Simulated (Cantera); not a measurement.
A perfectly stirred reactor is fed with CH4 : O2 : N2 : H2O = 1 : 1.82 : 6.84 : 0.82 (molar parts), equivalence ratio 1.1, at 1.18 atm; it is adiabatic with a 798 K inlet, and is followed from long to short residence time, starting on the burning branch (τ in s: 0.074, 0.034, 0.015, 0.007, 0.0032, 0.0014, 0.00065, 0.0003, 0.00013, 6.1e-05, 2.8e-05).

Cantera simulation using GRI-Mech 3.0 (53 species, 325 reactions); the numbers are that mechanism's predictions, not measurements.

Q: Predict: blow-out, bracketed by the residence times tried; x(CH4) at τ = 74.0 ms; x(O2) at τ = 74.0 ms; x(H2O) at τ = 74.0 ms; x(CH2) at τ = 74.0 ms; x(CH4) at τ = 1.40 ms; x(O2) at τ = 1.40 ms; x(H2O) at τ = 1.40 ms; x(CH2) at τ = 1.40 ms; x(C2H4) at τ = 1.40 ms.

A: 
```json
{
  "blow_out_bracketed_by_the_residence_times_tried": "burning at 61.0 µs, out at 28.0 µs",
  "x(CH4) at τ = 74.0 ms": "2.90e-6",
  "x(O2) at τ = 74.0 ms": "0.00243",
  "x(H2O) at τ = 74.0 ms": "0.244",
  "x(CH2) at τ = 74.0 ms": "1.61e-7",
  "x(CH4) at τ = 1.40 ms": "6.09e-5",
  "x(O2) at τ = 1.40 ms": "0.00779",
  "x(H2O) at τ = 1.40 ms": "0.233",
  "x(CH2) at τ = 1.40 ms": "3.27e-6",
  "x(C2H4) at τ = 1.40 ms": "3.62e-8"
}
```
